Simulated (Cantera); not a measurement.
Cantera run:

```python
import numpy as np
import cantera as ct

gas_names = """
    C CH CH2 CH3 CH4 C2 C2H C2H2,acetylene C2H2,vinylidene C2H3,vinyl C2H4 C2H5 C2H6 C3 C3H3,propargyl
    C3H4,allene C3H4,propyne C3H4,cyclo- C3H5,allyl C3H6,propylene C3H6,cyclo- C3H7,n-propyl
    C3H7,i-propyl C3H8 C4 C4H2 C4H4,1,3-cyclo- C4H6,butadiene C4H6,2-butyne C4H6,cyclo- C4H8,1-butene
    C4H8,cis2-buten C4H8,tr2-butene C4H8,isobutene C4H8,cyclo- C4H9,n-butyl C4H9,i-butyl C4H9,s-butyl
    C4H9,t-butyl C4H10,isobutane C4H10,n-butane C5 C5H6,1,3cyclo- C5H8,cyclo- C5H10,1-pentene
    C5H10,cyclo- C5H11,pentyl C5H11,t-pentyl C5H12,n-pentane C5H12,i-pentane CH3C(CH3)2CH3 C6H2
    C6H5,phenyl C6H6 C6H10,cyclo- C6H12,1-hexene C6H12,cyclo- C6H13,n-hexyl C7H7,benzyl C7H8
    C7H14,1-heptene C7H15,n-heptyl C7H16,n-heptane C8H8,styrene C8H10,ethylbenz C8H16,1-octene
    C8H17,n-octyl C8H18,isooctane C8H18,n-octane C9H19,n-nonyl C10H8,naphthale C10H21,n-decyl
    C12H9,o-bipheny C12H10,bipheny H H2 Si SiC SiC2 SiC4H12 SiH SiH2 SiH3 SiH4 Si2 Si2C Si3
""".split()
cond_names = """
    C(gr) C6H6(L) C7H8(L) C8H18(L),n-octa Si(cr) Si(L) SiC(b)
""".split()


def load(file, names, dense=False):
    # The tables refer to 1 bar. Condensed volumes are neglected.
    table = {s.name: s for s in ct.Species.list_from_file(file)}
    out = []
    for n in names:
        d = dict(table[n].input_data)
        d["thermo"] = dict(d["thermo"], **{"reference-pressure": 1e5})
        if dense:
            d["equation-of-state"] = {"model": "constant-volume", "density": "1e6 g/cm^3"}
        out.append(ct.Species.from_dict(d))
    return out


gas = ct.Solution(thermo="ideal-gas", species=load("nasa_gas.yaml", gas_names))
cond = {s.name: ct.Solution(thermo="fixed-stoichiometry", species=[s], name=s.name)
        for s in load("nasa_condensed.yaml", cond_names, dense=True)}
atoms = {
    'SiC': {'Si': 1, 'C': 1},
    'H2': {'H': 2},
}
top_T = {'C(gr)': 4500, 'SiC(b)': 3050}  # K; cautious upper limits of use, not melting points


def equilibrate(T, P, feed):
    n = {}
    for name, mol in feed.items():
        for a, k in atoms[name].items():
            n[a] = n.get(a, 0.0) + k * mol
    gas.TPX = T, P, n
    mass = sum(n.values()) * gas.mean_molecular_weight
    gas.equilibrate("TP")
    valid = [c for c in cond.values() if c.min_temp <= T <= top_T.get(c.name, c.max_temp)]
    mix = ct.Mixture([(gas, mass / gas.mean_molecular_weight)] + [(c, 0.0) for c in valid])
    mix.T, mix.P = T, P
    mix.equilibrate("TP", solver="vcs", rtol=1e-11, max_steps=5000)
    return mix


results = []
feed = {'SiC': 1, 'H2': 0.72}  # mol
T = 2273.15  # K
for P in [1, 16, 250, 4000, 63000, 1000000]:
    mix = equilibrate(T, P, feed)
    results.append((T, P, feed, dict(zip(mix.species_names, mix.species_moles))))

top = {s: max(r[3][s] / sum(r[3][g] for g in gas_names) for r in results) for s in gas_names}
cols = sorted((s for s in top if top[s] > 1e-05), key=lambda s: -top[s])[:6]
seen = [c for c in cond_names if any(r[3].get(c, 0) > 1e-12 for r in results)]
print("log10 of partial pressures in bar; condensed amounts in mol")
print(f"{'P/Pa':>10s}" + "".join(f"{s[:9]:>10s}" for s in cols + seen))
for T, P, feed, n in results:
    ng = sum(n[g] for g in gas_names)
    print(f"{P:10.4g}" + "".join(f"{np.log10(max(n[s] / ng * P / 1e5, 1e-99)):10.3f}" for s in cols)
          + "".join(f"{n.get(c, 0):10.4g}" for c in seen))
```

It prints:

```
log10 of partial pressures in bar; condensed amounts in mol
      P/Pa        H2         H        Si      SiC2      Si2C C2H2,acet     C(gr)    SiC(b)
         1    -6.396    -5.273    -5.424    -6.325    -7.964    -8.819    0.7654         0
        16    -4.473    -4.312    -4.183    -5.084    -5.481    -6.896    0.7512         0
       250    -2.700    -3.425    -4.011    -4.912    -5.138    -5.123    0.0261    0.9584
      4000    -1.419    -2.785    -3.869    -5.054    -4.996    -4.126         0    0.9967
   6.3e+04    -0.206    -2.178    -3.520    -5.403    -4.647    -3.611         0    0.9994
     1e+06     0.998    -1.576    -3.188    -5.734    -4.315    -3.070         0    0.9996
```

Method: chemical equilibrium by Gibbs-energy minimisation in Cantera with the NASA 1993 tables (ideal gas, pure condensed phases). Gases not in the tables: Si2H6 and higher silanes.
